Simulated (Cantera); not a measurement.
Feed: 1 mol Al(CH3)3, 92 mol NH3, 17 mol H2, equilibrated at 577 °C and 0.760 bar.

Cantera equilibrium calculation (NASA polynomials, part measured and part estimated; ideal gas, pure solids and liquids). Candidate condensed phases: Al, AlN, C, C6H6, C7H8, C8H18; 97 gas species. The feed counts by its element totals alone. The numbers say what is thermodynamically allowed, not how fast it happens.

Base state: H2 0.760, N2 0.225, CH4 0.0149, NH3 0.000443 (mole fractions); condensed: AlN(s).

Task: What changes in the equilibrium state with this change: temperature from 577 °C to 1377 °C?

Result: 
```csv
species,before,after
H2,0.760,0.777
N2,0.225,0.221
HCN,6.89e-9,0.00115
CH4,0.0149,0.000609
H,<1e-9,9.18e-5
C2H2 (acetylene),<1e-9,3.54e-5
"AlN(s), mol",1.00,1.000
"C(graphite), mol",0,2.62
```
